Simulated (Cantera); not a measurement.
An adiabatic, constant-pressure homogeneous reactor starts with CO : H₂ : O₂ : N₂ : H₂O = 1 : 0.096 : 0.343 : 1.29 : 0.55 (molar parts), equivalence ratio 1.6, at 1525 K and 1.01 bar. Integrator tolerance rtol = 1e-08.

Computed with Cantera and GRI-Mech 3.0 (53 species, 325 reactions).

### Question
What does this change do: H2O 0.55 to 0.81 parts?

### Answer
| quantity | before | after |
|---|---|---|
| time of steepest temperature rise | 37.2 µs | 39.7 µs |
| temperature at 6.00 s | 2651 K | 2591 K |
| equilibrium temperature | 2651 K | 2591 K |
| x(CO) at 6.00 s | 0.146 (gas-phase equilibrium 0.146) | 0.124 (gas-phase equilibrium 0.124) |
| x(H₂) at 6.00 s | 0.0216 (gas-phase equilibrium 0.0216) | 0.0256 (gas-phase equilibrium 0.0256) |
| x(O₂) at 6.00 s | 0.00997 (gas-phase equilibrium 0.00997) | 0.00747 (gas-phase equilibrium 0.00747) |
| x(N₂O) at 6.00 s | 1.96e-7 (gas-phase equilibrium 1.96e-7) | 1.42e-7 (gas-phase equilibrium 1.42e-7) |
| x(NO) at 6.00 s | 0.00475 (gas-phase equilibrium 0.00475) | 0.00359 (gas-phase equilibrium 0.00359) |
| x(H₂O) at 6.00 s | 0.182 (gas-phase equilibrium 0.182) | 0.243 (gas-phase equilibrium 0.243) |
| x(OH) at 6.00 s | 0.0142 (gas-phase equilibrium 0.0142) | 0.0129 (gas-phase equilibrium 0.0129) |
